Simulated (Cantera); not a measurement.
Cantera run, input and output.

```python
import numpy as np
import cantera as ct

gas = ct.Solution("gri30.yaml")
gas.TPX = 1725, 13332, {'CH4': 1, 'H2O': 1.7}
reactor = ct.IdealGasConstPressureReactor(gas, energy="off", clone=False)
net = ct.ReactorNet([reactor])
net.rtol, net.atol = 1e-08, 1e-18
show = ['CH4', 'H2O', 'H', 'CO2', 'CH2', 'OH']
times = np.geomspace(1e-05, 20, 14)

steps = ct.SolutionArray(gas, extra=["t"])
rows = []
print(f"{'t/s':>10s}{'T/K':>9s}{'P/Pa':>11s}" + "".join(f"{s:>11s}" for s in show))
for t in times:
    while net.time < t:
        t_next = net.step()
        steps.append(gas.state, t=t_next)
    rows.append([np.interp(t, steps.t, y) for y in (steps.T, steps.P, *steps(*show).X.T)])
    print(f"{t:10.3e}{rows[-1][0]:9.1f}{rows[-1][1]:11.4g}" + "".join(f"{x:11.3e}" for x in rows[-1][2:]))
rate = np.gradient(steps.T, steps.t)
print("integrator steps:", len(steps.t))
if steps.T.max() > steps.T[0] + 200:
    print(f"time of steepest temperature rise: {steps.t[rate.argmax()]:.4e} s")
gas.TPX = 1725, 13332, {'CH4': 1, 'H2O': 1.7}
gas.equilibrate("TP")
print(f"equilibrium (TP): T = {gas.T:.1f} K  " + "  ".join(f"{s} {gas[s].X[0]:.3e}" for s in show))
```

Output:

```
       t/s      T/K       P/Pa        CH4        H2O          H        CO2        CH2         OH
 1.000e-05   1725.0  1.333e+04  3.703e-01  6.296e-01  1.707e-06  3.878e-20  6.528e-10  4.338e-07
 3.053e-05   1725.0  1.333e+04  3.701e-01  6.296e-01  1.729e-06  2.595e-17  5.488e-09  1.039e-06
 9.319e-05   1725.0  1.333e+04  3.697e-01  6.294e-01  1.942e-06  3.024e-14  4.648e-08  2.852e-06
 2.845e-04   1725.0  1.333e+04  3.679e-01  6.290e-01  3.664e-06  4.360e-11  3.339e-07  7.721e-06
 8.685e-04   1725.0  1.333e+04  3.574e-01  6.263e-01  1.509e-05  3.483e-08  1.532e-06  1.749e-05
 2.651e-03   1725.0  1.333e+04  2.981e-01  6.038e-01  6.508e-05  4.368e-06  2.516e-06  2.379e-05
 8.094e-03   1725.0  1.333e+04  1.919e-01  5.478e-01  1.368e-04  6.748e-05  1.667e-06  2.029e-05
 2.471e-02   1725.0  1.333e+04  9.586e-02  4.922e-01  2.202e-04  5.944e-04  1.130e-06  1.908e-05
 7.543e-02   1725.0  1.333e+04  3.870e-02  4.365e-01  3.170e-04  3.800e-03  7.488e-07  1.918e-05
 2.303e-01   1725.0  1.333e+04  2.212e-02  3.598e-01  3.723e-04  1.123e-02  4.538e-07  1.575e-05
 7.030e-01   1725.0  1.333e+04  1.554e-02  2.655e-01  3.880e-04  1.539e-02  2.315e-07  1.042e-05
 2.146e+00   1725.0  1.333e+04  8.390e-03  1.857e-01  4.008e-04  1.441e-02  9.334e-08  6.736e-06
 6.551e+00   1725.0  1.333e+04  2.625e-03  1.446e-01  4.071e-04  1.251e-02  2.384e-08  5.046e-06
 2.000e+01   1725.0  1.333e+04  1.146e-04  1.370e-01  4.097e-04  1.203e-02  9.644e-10  4.755e-06
integrator steps: 1808
equilibrium (TP): T = 1725.0 K  CH4 2.946e-09  H2O 1.369e-01  H 4.130e-04  CO2 1.202e-02  CH2 2.542e-14  OH 4.787e-06
```

Model: GRI-Mech 3.0 (53 species, 325 reactions), integrated in Cantera.
